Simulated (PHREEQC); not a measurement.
Consider water at 25 °C with 0.019 mol/kgw HF, 0.011 mol/kgw (CH3)4NF and 0.073 mol/kgw HCl. Closed to the air; pH follows from the charge balance.

The numbers come from PHREEQC with the ion-association model, phreeqc.dat.

No solid was allowed to form.

### Question
What pH, density, ionic strength does the model give?

### Answer
pH 1.28; density 0.999 g/cm³; ionic strength 0.0735 mol/kgw.

### Question
In which forms is F present?

### Answer
HF 98 %, F- 1.6 % of the F.

Complexes and solids missing from the database can't appear. (CH3)4N+ isn't in the database: it is added as a free cation with an ion size of 4 Å.
